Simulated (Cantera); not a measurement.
A closed system holds: 1 mol S, 0.2 mol SO₂, 0.14 mol O₂, held at 2975 K and 5200 Pa.

Equilibrium computed with Cantera from the NASA thermochemical tables; the gas is ideal and each condensed phase is pure. Candidate condensed phases: S; 10 gas species. Kinetics and transport are ignored.

Base state: SO 0.398, S 0.358, S₂ 0.120, SO₂ 0.0933, O 0.0264, O₂ 0.00336, S₂O 0.00123 (mole fractions); condensed: gas only.

### Question
What changes in the equilibrium state with this change: temperature from 2975 K to 773.15 K?

### Answer
```json
[
 {"species": "S₂", "before": "0.120", "after": "0.512"},
 {"species": "SO₂", "before": "0.0933", "after": "0.458"},
 {"species": "S₈", "before": "<1e-9", "after": "0.0165"},
 {"species": "SO", "before": "0.398", "after": "1.08e-6"},
 {"species": "S", "before": "0.358", "after": "<1e-9"},
 {"species": "O", "before": "0.0264", "after": "<1e-9"},
 {"species": "S₂O", "before": "0.00123", "after": "0.0131"},
 {"species": "O₂", "before": "0.00336", "after": "<1e-9"}
]
```
Gases not in the tables: S₃ to S₇.
